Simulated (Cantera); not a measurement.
Feed: 1 mol Ta2O5, 5.1 mol H2, held at 1 atm.

Method: chemical equilibrium by Gibbs-energy minimisation in Cantera with the NASA 1993 tables (ideal gas, pure condensed phases). Candidate condensed phases: H2O, Ta, Ta2O5; 12 gas species. Mutual solubility and eutectic melting of coexisting phases are not modelled. Condensed phases not in the tables: N, O or C dissolved in the metal. Rates play no part.

x: gas mole fraction; n: condensed amount in mol.

| T (K) | x H2 | x H | x H2O | x TaO2 | x TaO | x OH | n Ta(s) | n Ta2O5(s) | n Ta2O5(l) |
|---|---|---|---|---|---|---|---|---|---|
| 1975 | 0.997 | 0.00136 | 0.00163 | 6.68e-7 | (withheld) | 2.12e-7 | 0.00334 | 0.998 | 0 |
| 2000 | 0.997 | 0.00161 | 0.00182 | 1.04e-6 | (withheld) | 2.95e-7 | 0.00372 | 0.998 | 0 |
| 2025 | 0.996 | 0.00191 | 0.00203 | 1.59e-6 | (withheld) | 4.07e-7 | 0.00415 | 0.998 | 0 |
| 2050 | 0.995 | 0.00225 | 0.00225 | 2.42e-6 | (withheld) | 5.57e-7 | 0.00460 | 0.998 | 0 |
| 2075 | 0.995 | 0.00264 | 0.00247 | 3.56e-6 | (withheld) | 7.47e-7 | 0.00504 | 0 | 0.997 |
| 2100 | 0.994 | 0.00309 | 0.00268 | 5.12e-6 | (withheld) | 9.90e-7 | 0.00547 | 0 | 0.997 |
| 2125 | 0.993 | 0.00360 | 0.00290 | 7.30e-6 | (withheld) | 1.30e-6 | 0.00592 | 0 | 0.997 |

Fill in the missing entries.


- 1975, x TaO: 1.28e-7
- 2000, x TaO: 1.99e-7
- 2025, x TaO: 3.04e-7
- 2050, x TaO: 4.62e-7
- 2075, x TaO: 6.85e-7
- 2100, x TaO: 1.00e-6
- 2125, x TaO: 1.45e-6
